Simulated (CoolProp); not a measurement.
Vapour-liquid equilibrium of toluene (1) + n-octane (2) at 7.89 bar; x and y are mole fractions of (1).

The numbers come from the multi-fluid Helmholtz-energy mixture model, Lemmon 2006 and Beckmüller 2019; pair parameters Bell 2016 in CoolProp.

Task: Give the bubble temperature and the first vapour's composition at x = 0.2, 0.35, 0.5. Is there an azeotrope?

Result: x = 0.2: 487.4 K, y = 0.253; x = 0.35: 484.0 K, y = 0.415; x = 0.5: 481.2 K, y = 0.560. No azeotrope shows between x = 0.05 and 0.95.

Pair parameters are fitted to limited data, so mixtures are less certain than the pure fluids.
